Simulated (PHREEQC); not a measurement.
Dissolve 2.8 mmol/kgw NaHSO4 at 19 °C. It is in equilibrium with CO2 at log p = -3.5 (atm). Otherwise closed; pH follows from the charge balance.

Model: ion-association model, wateq4f.dat, run in PHREEQC.

```
Property                    Value
----------------  ---------------
pH                           2.65
ionic strength    0.00764 mol/kgw
total alkalinity     -2.80 meq/kg
```

```tsv
species	molality	activity	log γ
Na+	0.00278	0.00254	-0.039
H+	0.00244	0.00225	-0.035
SO4-2	0.00242	0.00169	-0.155
HSO4-	0.000358	0.000327	-0.039
NaSO4-	2.27e-5	2.07e-5	-0.038
CO2	1.27e-5	1.28e-5	0.001
HCO3-	2.53e-9	2.31e-9	-0.038
```

This is a speciation only: nothing precipitates in the calculation.
